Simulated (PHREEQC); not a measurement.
Make-up at 55 °C and 100 atm: 0.036 mol HF, 0.066 mol KF, 3.6e-05 mol H2SiF6 and 0.0004 mol HCl per kg of water. Closed to the air; pH follows from the charge balance.

All values are PHREEQC results (ion-association model, phreeqc.dat), not measurements.

Question: The ionic strength comes out as 0.0663 mol/kgw. What activity coefficients do Cl-, K+, HF2-, SiF6-2, H+ get?

Answer: Cl- 0.79, K+ 0.79, HF2- 0.80, SiF6-2 0.41, H+ 0.84.

This is a speciation only: nothing precipitates in the calculation. Complexes and solids missing from the database can't appear. Under pressure, the constants of complexes without a molar volume in the database are unreliable. Away from 25 °C the constants follow the database's enthalpies or fits; those with neither stay at their 25 °C values. SiF6-2 is the database's only silicon fluoride.
